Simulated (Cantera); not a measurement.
**Thermodynamics of fluorocarbon and chlorocarbon gases, feed CH3F + F2 + H2**

Feed: 1 mol CH3F, 0.97 mol F2, 12 mol H2, at 13300 Pa.

Equilibrium computed with Cantera from the NASA thermochemical tables; the gas is ideal and each condensed phase is pure. Candidate condensed phases: C, C6H6, C7H8, C8H18; 95 gas species. Kinetics and transport are ignored.

```tsv
T (°C)	log p H2	log p H	log p HF	log p C2H2 (acetylene)	n C(graphite)
1052	-0.97	-6.27	-1.58	-7.04	0.991
1202	-0.97	-5.37	-1.58	-6.15	0.996
1352	-0.97	-4.64	-1.58	-5.42	0.997
1502	-0.97	-4.02	-1.58	-4.82	0.995
1652	-0.97	-3.51	-1.58	-4.31	0.988
1802	-0.97	-3.06	-1.58	-3.88	0.970
1952	-0.98	-2.68	-1.59	-3.51	0.930
2102	-0.99	-2.35	-1.59	-3.20	0.853
2252	-1.01	-2.06	-1.60	-2.93	0.721
2402	-1.04	-1.81	-1.61	-2.71	0.512
2552	-1.09	-1.59	-1.63	-2.53	0.196
2702	-1.16	-1.42	-1.65	-2.51	0
```
log p: log10 of the partial pressure in bar; n: condensed amount in mol.

From 1052 °C to 2552 °C the condensed part is C(graphite). At 2702 °C nothing is condensed. The main C-bearing gas is CH4 at 1052 °C and C2H2 (acetylene) at 2702 °C. The share of C in condensed phases is highest at 1352 °C (99.7 %) and lowest at 2702 °C (0.0 %).
